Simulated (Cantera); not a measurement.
Cantera run:

```python
import numpy as np
import cantera as ct

gas_names = """
    C CH CH2 CH3 CH2OH CH3O CH4 CH3OH CO CO2 COOH C2 C2H CHCO,ketyl C2H2,acetylene C2H2,vinylidene
    CH2CO,ketene C2H3,vinyl CH3CO,acetyl C2H4 C2H4O,ethylen CH3CHO,ethanal CH3COOH (HCOOH)2 C2H5 C2H6
    CH3OCH3 C2H5OH C2O C3 C3H3,propargyl C3H4,allene C3H4,propyne C3H4,cyclo- C3H5,allyl C3H6,propylene
    C3H6,cyclo- C3H6O C3H7,n-propyl C3H7,i-propyl C3H8 C3H8O,1propanol C3H8O,2propanol C3O2 C4 C4H2
    C4H4,1,3-cyclo- C4H6,butadiene C4H6,2-butyne C4H6,cyclo- C4H8,1-butene C4H8,cis2-buten
    C4H8,tr2-butene C4H8,isobutene C4H8,cyclo- (CH3COOH)2 C4H9,n-butyl C4H9,i-butyl C4H9,s-butyl
    C4H9,t-butyl C4H10,isobutane C4H10,n-butane C5 C5H6,1,3cyclo- C5H8,cyclo- C5H10,1-pentene
    C5H10,cyclo- C5H11,pentyl C5H11,t-pentyl C5H12,n-pentane C5H12,i-pentane CH3C(CH3)2CH3 C6H2
    C6H5,phenyl C6H5O,phenoxy C6H6 C6H5OH,phenol C6H10,cyclo- C6H12,1-hexene C6H12,cyclo- C6H13,n-hexyl
    C7H7,benzyl C7H8 C7H8O,cresol C7H14,1-heptene C7H15,n-heptyl C7H16,n-heptane C8H8,styrene
    C8H10,ethylbenz C8H16,1-octene C8H17,n-octyl C8H18,isooctane C8H18,n-octane C9H19,n-nonyl
    C10H8,naphthale C10H21,n-decyl C12H9,o-bipheny C12H10,bipheny H HCO HO2 H2 HCHO,formaldehy HCOOH H2O
    H2O2 O OH O2 O3
""".split()
cond_names = """
    C(gr) C6H6(L) C7H8(L) C8H18(L),n-octa H2O(s) H2O(L)
""".split()


def load(file, names, dense=False):
    # The tables refer to 1 bar. Condensed volumes are neglected.
    table = {s.name: s for s in ct.Species.list_from_file(file)}
    out = []
    for n in names:
        d = dict(table[n].input_data)
        d["thermo"] = dict(d["thermo"], **{"reference-pressure": 1e5})
        if dense:
            d["equation-of-state"] = {"model": "constant-volume", "density": "1e6 g/cm^3"}
        out.append(ct.Species.from_dict(d))
    return out


gas = ct.Solution(thermo="ideal-gas", species=load("nasa_gas.yaml", gas_names))
cond = {s.name: ct.Solution(thermo="fixed-stoichiometry", species=[s], name=s.name)
        for s in load("nasa_condensed.yaml", cond_names, dense=True)}
atoms = {
    'C2H6': {'C': 2, 'H': 6},
    'O2': {'O': 2},
    'H2': {'H': 2},
}
top_T = {'C(gr)': 4500}  # K; cautious upper limits of use, not melting points


def equilibrate(T, P, feed):
    n = {}
    for name, mol in feed.items():
        for a, k in atoms[name].items():
            n[a] = n.get(a, 0.0) + k * mol
    gas.TPX = T, P, n
    mass = sum(n.values()) * gas.mean_molecular_weight
    gas.equilibrate("TP")
    valid = [c for c in cond.values() if c.min_temp <= T <= top_T.get(c.name, c.max_temp)]
    mix = ct.Mixture([(gas, mass / gas.mean_molecular_weight)] + [(c, 0.0) for c in valid])
    mix.T, mix.P = T, P
    mix.equilibrate("TP", solver="vcs", rtol=1e-11, max_steps=5000)
    return mix


results = []
feed = {'C2H6': 1, 'O2': 0.44, 'H2': 1.9}  # mol
P = 63000  # Pa
for T in [998, 1023, 1048, 1073, 1098, 1123, 1148, 1173, 1198]:
    mix = equilibrate(T, P, feed)
    results.append((T, P, feed, dict(zip(mix.species_names, mix.species_moles))))

top = {s: max(r[3][s] / sum(r[3][g] for g in gas_names) for r in results) for s in gas_names}
cols = sorted((s for s in top if top[s] > 0.0001), key=lambda s: -top[s])[:6]
seen = [c for c in cond_names if any(r[3].get(c, 0) > 1e-12 for r in results)]
print("log10 of partial pressures in bar; condensed amounts in mol")
print(f"{'T/K':>10s}" + "".join(f"{s[:9]:>10s}" for s in cols + seen))
for T, P, feed, n in results:
    ng = sum(n[g] for g in gas_names)
    print(f"{T:10.4g}" + "".join(f"{np.log10(max(n[s] / ng * P / 1e5, 1e-99)):10.3f}" for s in cols)
          + "".join(f"{n.get(c, 0):10.4g}" for c in seen))
```

Output:

```
log10 of partial pressures in bar; condensed amounts in mol
       T/K        H2        CO       CH4       H2O       CO2     C(gr)
       998    -0.296    -1.102    -1.603    -1.787    -2.433     1.078
      1023    -0.291    -1.075    -1.707    -1.928    -2.596     1.074
      1048    -0.287    -1.056    -1.808    -2.071    -2.766     1.073
      1073    -0.284    -1.043    -1.906    -2.214    -2.938     1.074
      1098    -0.282    -1.035    -2.001    -2.354    -3.110     1.077
      1123    -0.280    -1.030    -2.093    -2.490    -3.278     1.081
      1148    -0.279    -1.026    -2.181    -2.623    -3.442     1.085
      1173    -0.278    -1.023    -2.266    -2.751    -3.601     1.089
      1198    -0.277    -1.022    -2.348    -2.874    -3.755     1.093
```

Method: chemical equilibrium by Gibbs-energy minimisation in Cantera with the NASA 1993 tables (ideal gas, pure condensed phases).
